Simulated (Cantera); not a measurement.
Input: 1 mol AlN, 8.5 mol H2, 73 mol N2, held at 570 Pa.

Cantera equilibrium calculation (NASA polynomials, part measured and part estimated; ideal gas, pure solids and liquids). Candidate condensed phases: Al, AlN; 13 gas species. Rates play no part.

At 1523 K, list the 3 most abundant gas species with their mole fractions, and the condensed phases.

N2 0.896, H2 0.104, H 9.88e-5. Condensed: AlN(s).
